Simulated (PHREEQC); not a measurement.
Dissolve 0.0069 mol/kgw NaBr, 0.097 mol/kgw Na2SO4 and 0.00038 mol/kgw LiCl at 25 °C. Closed to the air; pH follows from the charge balance.

Equilibrium calculation in PHREEQC: ion-association model, phreeqc.dat.

Each row changes one thing in this solution. This is a speciation only: nothing precipitates in the calculation.

| case | pH | ionic strength (mol/kgw) | Na+ (mol/kgw) | SO4-2 (mol/kgw) | NaSO4- (mol/kgw) | HSO4- (mol/kgw) |
|---|---|---|---|---|---|---|
| as made | 7.22 | 0.260 | 0.182 | 0.0780 | 0.0190 | 1.65e-7 |
| LiCl replaced by Li2CO3 at the same molality | 9.94 | 0.261 | 0.182 | 0.0780 | 0.0190 | 3.12e-10 |
| Na2SO4 from 0.097 to 0.485 mol/kgw | 7.29 | 1.07 | 0.784 | 0.292 | 0.193 | 2.69e-7 |
| temperature from 25 to 90 °C | 6.69 | 0.255 | 0.179 | 0.0755 | 0.0215 | 2.65e-6 |
| NaBr left out | 7.22 | 0.254 | 0.175 | 0.0784 | 0.0186 | 1.67e-7 |
| LiCl left out | 7.22 | 0.260 | 0.182 | 0.0780 | 0.0190 | 1.65e-7 |
| NaBr from 0.0069 to 0.0345 mol/kgw | 7.21 | 0.285 | 0.208 | 0.0764 | 0.0206 | 1.60e-7 |

The ionic strength passes 0.7 mol/kgw, the rough limit of the ion-association models, in Na2SO4 from 0.097 to 0.485 mol/kgw. Complexes and solids missing from the database can't appear. At this temperature some constants are extrapolated from 25 °C, and those without enthalpy data are left unchanged.
